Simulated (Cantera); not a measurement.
An adiabatic, constant-volume homogeneous reactor starts with CH3OH : O2 : N2 = 1 : 2.27 : 10.9 (molar parts), equivalence ratio 0.66, at 1673 K and 500000 Pa. Integrator tolerance rtol = 1e-08.

Detailed kinetics in Cantera: GRI-Mech 3.0 (53 species, 325 reactions). GRI-Mech 3.0 was tuned for natural gas; its chemistry of methanol as a main component is partial and can be far from experiment.

Question: What does this change do: pressure from 500000 Pa to 290000 Pa?

Answer: 
| quantity | before | after |
|---|---|---|
| time of steepest temperature rise | 15.4 µs | 24.8 µs |
| temperature at 6.00 s | 2811 K | 2780 K |
| equilibrium temperature | 2811 K | 2780 K |
| x(CH3OH) at 6.00 s | <1e-12 (gas-phase equilibrium <1e-12) | <1e-12 (gas-phase equilibrium <1e-12) |
| x(O2) at 6.00 s | 0.0466 (gas-phase equilibrium 0.0466) | 0.0474 (gas-phase equilibrium 0.0474) |
| x(NO) at 6.00 s | 0.0169 (gas-phase equilibrium 0.0169) | 0.0163 (gas-phase equilibrium 0.0163) |
| x(CH4) at 6.00 s | <1e-12 (gas-phase equilibrium <1e-12) | <1e-12 (gas-phase equilibrium <1e-12) |
| x(H2O2) at 6.00 s | 9.96e-7 (gas-phase equilibrium 9.96e-7) | 7.12e-7 (gas-phase equilibrium 7.12e-7) |
| x(NO2) at 6.00 s | 1.58e-5 (gas-phase equilibrium 1.58e-5) | 1.19e-5 (gas-phase equilibrium 1.19e-5) |

Question: What does this change do: CH3OH 1 to 0.41 parts?

Answer: 
```tsv
quantity	before	after
time of steepest temperature rise	15.4 µs	22.2 µs
temperature at 6.00 s	2811 K	2301 K
equilibrium temperature	2811 K	2301 K
x(CH3OH) at 6.00 s	<1e-12 (gas-phase equilibrium <1e-12)	<1e-12 (gas-phase equilibrium <1e-12)
x(O2) at 6.00 s	0.0466 (gas-phase equilibrium 0.0466)	0.113 (gas-phase equilibrium 0.113)
x(NO) at 6.00 s	0.0169 (gas-phase equilibrium 0.0169)	0.0116 (gas-phase equilibrium 0.0116)
x(CH4) at 6.00 s	<1e-12 (gas-phase equilibrium <1e-12)	<1e-12 (gas-phase equilibrium <1e-12)
x(H2O2) at 6.00 s	9.96e-7 (gas-phase equilibrium 9.96e-7)	2.28e-7 (gas-phase equilibrium 2.28e-7)
x(NO2) at 6.00 s	1.58e-5 (gas-phase equilibrium 1.58e-5)	2.50e-5 (gas-phase equilibrium 2.50e-5)
```
